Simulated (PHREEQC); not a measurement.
1 kg of water holding 0.13 mol NaCl and 0.61 mol Na2SO4 is evaporated at 60 °C; the solids stay in contact with the brine. CO2 from the air is kept out. Only these solids could form: Halite, Mirabilite, Thenardite.

Base run: PHREEQC, Pitzer model, pitzer.dat. Each further column changes one thing. The table gives water activity.

```csv
H2O removed (mol),base,temperature from 60 to 50 °C,temperature from 60 to 25 °C
0,0.973,0.973,…
24.69,0.953,0.953,0.955
34.69,0.931,0.931,0.934
43.95,0.883,0.878,…
47.7,0.878,0.873,…
51.17,0.865,0.860,0.805
53.1,0.836,0.832,0.805
53.88,0.795,0.792,…
54.6,0.740,0.741,…
```

**Question.** Fill in the missing entries.

**Answer.** 
- 0, temperature from 60 to 25 °C: 0.974
- 43.95, temperature from 60 to 25 °C: 0.909
- 47.7, temperature from 60 to 25 °C: 0.822
- 53.88, temperature from 60 to 25 °C: 0.779
- 54.6, temperature from 60 to 25 °C: 0.743

Away from 25 °C the constants follow the database's enthalpies or fits; those with neither stay at their 25 °C values.
